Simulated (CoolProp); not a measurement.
The fluid at 583.14 K and 0.163 MPa flows at 0.79 m/s in a round tube of 10 mm bore and 1.5 µm roughness, fully developed (64/Re and Nu = 3.66 if laminar; Colebrook and Gnielinski if turbulent). The same conditions are run with several fluids, on thermodynamics alone (safety and materials aside).

Values from CoolProp's reference Helmholtz-energy equation of state of each fluid (oxygen: Schmidt 1985; ammonia: Gao 2020; nitrogen: Span 2000).

```tsv
fluid	Reynolds number	Darcy friction factor	pressure drop (Pa/m)	heat-transfer coefficient (W/(m² K))	mass flow (kg/h)
oxygen	250	0.256	8.61	17.1	___
ammonia	215	0.297	5.32	___	___
nitrogen	256	0.250	___	16.1	0.210
```

Some entries are withheld; supply them.


- oxygen, mass flow (kg/h): 0.240
- ammonia, heat-transfer coefficient (W/(m² K)): 24.3
- ammonia, mass flow (kg/h): 0.128
- nitrogen, pressure drop (Pa/m): 7.33

Above 300 K oxygen's equation is extrapolated.

Transport values come from each fluid's own correlations.
